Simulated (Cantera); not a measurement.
Gas mixture: 50.8 % H2O, 49.2 % NO, at 89000 Pa, frozen composition.

Cantera's kinetic-theory transport with the Lennard-Jones parameters of GRI-Mech 3.0, ideal gas; thermal conductivity in the multicomponent form. Polar gases are described roughly by these parameters. The composition is frozen, though it would react at the higher temperatures.

D: mixture-averaged diffusion coefficient of that species in the mixture.

| T (K) | ρ (kg/m³) | cp (J/kg/K) | μ (µPa s) | λ (mW/m/K) | Pr | D (cm²/s) CH4 | D (cm²/s) CO2 | D (cm²/s) NH3 |
|---|---|---|---|---|---|---|---|---|
| 400 | 0.640 | 1344 | ___ | 36.7 | 0.680 | 0.436 | 0.311 | 0.414 |
| 600 | 0.427 | 1414 | ___ | 55.8 | 0.668 | 0.909 | 0.659 | 0.909 |
| 800 | 0.320 | 1497 | ___ | 75.3 | 0.666 | 1.51 | 1.10 | 1.56 |
| 1000 | 0.256 | 1576 | ___ | 95.0 | 0.666 | 2.21 | 1.63 | 2.35 |
| 1200 | 0.213 | 1647 | ___ | 115 | 0.666 | 3.02 | 2.24 | 3.26 |
| 1400 | 0.183 | 1710 | ___ | 134 | 0.667 | 3.92 | 2.92 | 4.29 |
| 1600 | 0.160 | 1766 | ___ | 153 | 0.668 | 4.91 | 3.66 | 5.42 |
| 1800 | 0.142 | 1813 | 63.1 | 171 | 0.668 | 5.99 | 4.46 | 6.66 |
| 2000 | 0.128 | 1854 | ___ | 189 | 0.669 | 7.14 | 5.33 | 7.98 |

### Question
Fill in the missing entries.

### Answer

- 400, μ (µPa s): 18.6
- 600, μ (µPa s): 26.4
- 800, μ (µPa s): 33.5
- 1000, μ (µPa s): 40.1
- 1200, μ (µPa s): 46.4
- 1400, μ (µPa s): 52.2
- 1600, μ (µPa s): 57.8
- 2000, μ (µPa s): 68.2
